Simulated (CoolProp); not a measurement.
CH3F (R41) along the isotherm 425 K: Z from the reference equation and from simpler models built on Tc = 317.3 K, pc = 5906 kPa, ω = 0.200; each cubic takes its own stable root.

Values from CoolProp's reference Helmholtz-energy equation of state, Lemmon 2006. It is a short technical equation, of lower accuracy than the large ones.

| p (kPa) | phase | reference | Pitzer virial | van der Waals | Soave-Redlich-Kwong | Peng-Robinson |
|---|---|---|---|---|---|---|
| 886 | gas | 0.9779 | 0.9817 | 0.9785 | 0.9823 | 0.9783 |
| 1770 | gas | 0.9560 | 0.9634 | 0.9564 | 0.9648 | 0.9569 |
| 2660 | gas | 0.9340 | 0.9450 | 0.9337 | 0.9474 | 0.9358 |
| 3540 | gas | 0.9126 | 0.9268 | 0.9107 | 0.9304 | 0.9154 |
| 4430 | gas | 0.8911 | 0.9084 | 0.8868 | 0.9136 | 0.8953 |
| 5320 | gas | 0.8698 | 0.8900 | 0.8624 | 0.8971 | 0.8758 |
| 6200 | supercritical | 0.8492 | 0.8718 | 0.8378 | 0.8813 | 0.8572 |
| 7090 | supercritical | 0.8287 | 0.8534 | 0.8125 | 0.8659 | 0.8392 |
| 7970 | supercritical | 0.8090 | 0.8352 | 0.7874 | 0.8514 | 0.8224 |
| 8860 | supercritical | 0.7896 | 0.8168 | 0.7622 | 0.8376 | 0.8065 |
